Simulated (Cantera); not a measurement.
A closed system holds: 1 mol SiH2Cl2, 5.1 mol H2, at 927 °C and 0.100 bar.

Equilibrium computed with Cantera from the NASA thermochemical tables; the gas is ideal and each condensed phase is pure. Candidate condensed phases: Si; 19 gas species. The tables' values for SiCl3 are old estimates; treat these amounts as uncertain. Kinetics and transport are ignored.

Task: What is the equilibrium state?

Result: 
- x(H2) = 0.867
- x(HCl) = 0.0638
- x(SiCl4) = 0.0370
- x(SiHCl3) = 0.0137
- x(SiCl2) = 0.0111
- x(SiCl3) = 0.00685
- x(SiH2Cl2) = 0.000662
- x(SiH3Cl) = 8.76e-6
- n(Si(s)) = 0.533 mol
- gas amount = 6.731 mol
